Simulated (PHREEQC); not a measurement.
Make-up at 25 °C: 0.14 mol H2SO4 and 0.2 mol MgSO4 per kg of water. Closed to the air; pH follows from the charge balance.

The numbers come from PHREEQC with the ion-association model, phreeqc.dat.

No solid was allowed to form.

Q: Estimate the pH, activity of water, ionic strength.

A: pH 1.07; activity of water 0.991; ionic strength 0.494 mol/kgw.

Q: In which forms is Mg present?

A: Mg+2 52 %, MgSO4 48 % of the Mg.
